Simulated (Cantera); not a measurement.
Feed: 1 mol SiH2Cl2, 1.7 mol NH3, 0.51 mol H2, at 1823.15 K and 750 Torr.

Equilibrium computed with Cantera from the NASA thermochemical tables; the gas is ideal and each condensed phase is pure. Candidate condensed phases: NH4Cl, Si, Si3N4; 28 gas species. The tables' values for SiCl3, SiCl are old estimates; treat these amounts as uncertain. Rates play no part.

Base state: H2 0.636, HCl 0.211, N2 0.0812, SiCl2 0.0614, SiCl3 0.00742, SiCl4 0.00139, SiHCl3 0.00111, H 0.000346 (mole fractions); condensed: Si3N4(s).

What changes in the equilibrium state with this change: temperature from 1823.15 K to 1125 K?


```
species          before    after
-------------  --------  -------
H2                0.636    0.636
HCl               0.211    0.287
N2               0.0812   0.0516
SiCl2            0.0614  3.53e-6
SiCl4           0.00139   0.0236
SiCl            2.59e-5    <1e-9
H              0.000346  3.54e-8
Cl              8.77e-5  1.42e-8
SiCl3           0.00742  8.22e-5
Si3N4(s), mol     0.203    0.291
```
The tables' values for SiCl3 are old estimates; treat these amounts as uncertain.

What changes in the equilibrium state with this change: temperature from 1823.15 K to 2000 K?


```
species         before     after
-------------  -------  --------
H2               0.636     0.612
HCl              0.211     0.150
N2              0.0812     0.144
SiCl2           0.0614    0.0877
Si             1.29e-6   4.35e-5
SiH            1.10e-6   2.31e-5
SiH2           6.52e-6   6.50e-5
SiCl           2.59e-5  0.000248
SiCl4          0.00139  0.000195
Si3N4(s), mol    0.203         0
Si(l), mol           0     0.454
```
Gases not in the tables: Si2H6 and higher silanes.
